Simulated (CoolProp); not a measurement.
Vapour pressure (MPa) of the fluoroketone C6F12O (FK-5-1-12): the reference equation beside estimates from Tc = 441.8 K, pc = 1.869 MPa, ω = 0.471. Clausius-Clapeyron is anchored at 310.3 K with a constant enthalpy of vaporisation of 28.89 kJ/mol.

Values from CoolProp's reference Helmholtz-energy equation of state, McLinden 2015.

| T (K) | reference | Clausius-Clapeyron | van der Waals | Redlich-Kwong |
|---|---|---|---|---|
| 310.3 | 0.06573 | 0.06573 | 0.3811 | 0.1681 |
| 315.1 | 0.07865 | 0.07796 | 0.4119 | 0.1910 |
| 319.8 | 0.09315 | 0.09167 | 0.4435 | 0.2155 |
| 324.6 | 0.1100 | 0.1077 | 0.4774 | 0.2427 |
| 329.3 | 0.1288 | 0.1254 | 0.5122 | 0.2717 |
| 334.1 | 0.1504 | 0.1460 | 0.5494 | 0.3037 |
| 338.9 | 0.1748 | 0.1691 | 0.5882 | 0.3382 |
| 343.6 | 0.2014 | 0.1946 | 0.6279 | 0.3747 |
| 348.4 | 0.2318 | 0.2237 | 0.6702 | 0.4146 |
| 353.1 | 0.2647 | 0.2555 | 0.7133 | 0.4564 |
| 357.9 | 0.3020 | 0.2915 | 0.7590 | 0.5021 |

Absolute difference from the reference over all 11 rows, mean and median: Clausius-Clapeyron 2.5 and 2.9 %, van der Waals 285.0 and 265.3 %, Redlich-Kwong 105.5 and 101.9 %.
